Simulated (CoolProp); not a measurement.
Vapour-liquid equilibrium of hydrogen chloride (1) + n-butane (2) at -77.15 °C; x and y are mole fractions of (1).

Values from CoolProp's multi-fluid Helmholtz-energy mixture model, Thol 2018 and Bücker 2006; pair parameters Bell 2016.

Q: Give the bubble pressure and the first vapour's composition at x = 0.275, 0.725, 0.95. Is there an azeotrope?

A: x = 0.275: 108.2 kPa, y = 0.989; x = 0.725: 132.7 kPa, y = 0.992; x = 0.95: 148.1 kPa, y = 0.997. No azeotrope shows between x = 0.05 and 0.95.

Pair parameters are fitted to limited data, so mixtures are less certain than the pure fluids. With so large a gap from Raoult's law the liquid may split in two, which this calculation doesn't test in full.
